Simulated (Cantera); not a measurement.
## Gas-phase reforming

A perfectly stirred reactor is fed with 40.0 % CH4, 60.0 % CO2, at 740000 Pa; it is held at 1950 K, and followed from long to short residence time.

Detailed kinetics in Cantera: GRI-Mech 3.0 (53 species, 325 reactions).

```json
[
 {"τ (s)": "1.6", "x CH4": "0.00222", "x CO2": "0.0292", "x HO2": "<1e-12", "x O2": "3.03e-10", "x O": "2.86e-9"},
 {"τ (s)": "0.78", "x CH4": "0.00352", "x CO2": "0.0305", "x HO2": "<1e-12", "x O2": "3.24e-10", "x O": "2.92e-9"},
 {"τ (s)": "0.39", "x CH4": "0.00526", "x CO2": "0.0327", "x HO2": "1.03e-12", "x O2": "3.59e-10", "x O": "3.00e-9"},
 {"τ (s)": "0.19", "x CH4": "0.00765", "x CO2": "0.0366", "x HO2": "1.27e-12", "x O2": "4.22e-10", "x O": "3.10e-9"},
 {"τ (s)": "0.095", "x CH4": "0.0106", "x CO2": "0.0426", "x HO2": "1.69e-12", "x O2": "5.20e-10", "x O": "3.22e-9"},
 {"τ (s)": "0.047", "x CH4": "0.0144", "x CO2": "0.0517", "x HO2": "2.41e-12", "x O2": "6.80e-10", "x O": "3.35e-9"},
 {"τ (s)": "0.023", "x CH4": "0.0193", "x CO2": "0.0652", "x HO2": "3.66e-12", "x O2": "9.31e-10", "x O": "3.47e-9"},
 {"τ (s)": "0.012", "x CH4": "0.0248", "x CO2": "0.0822", "x HO2": "5.47e-12", "x O2": "1.27e-9", "x O": "3.57e-9"},
 {"τ (s)": "0.0058", "x CH4": "0.0329", "x CO2": "0.109", "x HO2": "8.46e-12", "x O2": "1.79e-9", "x O": "3.66e-9"},
 {"τ (s)": "0.0029", "x CH4": "0.0436", "x CO2": "0.143", "x HO2": "1.22e-11", "x O2": "2.35e-9", "x O": "3.67e-9"},
 {"τ (s)": "0.0014", "x CH4": "0.0606", "x CO2": "0.194", "x HO2": "1.60e-11", "x O2": "2.77e-9", "x O": "3.55e-9"}
]
```
x: mole fraction; the columns are a selection and need not sum to one.
